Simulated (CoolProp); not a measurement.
The fluid at 298.15 K and 3.29 MPa is throttled through a valve to 2.04 MPa with no heat exchange. The same conditions are run with several fluids, on thermodynamics alone (safety and materials aside).

The numbers come from the reference Helmholtz-energy equation of state of each fluid (ethylene: Smukala 2000; nitrous oxide: Lemmon 2006; nitrogen: Span 2000; dry air: Lemmon 2000; oxygen: Schmidt 1985) in CoolProp. Blends and air are pseudo-pure fits.

Task: Rank ethylene, nitrous oxide, nitrogen, dry air, oxygen by temperature change (K), highest first.

Result: nitrogen (-2.5), dry air (-2.6), oxygen (-3.2), ethylene (-14.7), nitrous oxide (-15.3)

```tsv
fluid	final density (kg/m³)
ethylene	28.6
nitrous oxide	44.7
nitrogen	23.3
dry air	24.2
oxygen	27.0
```
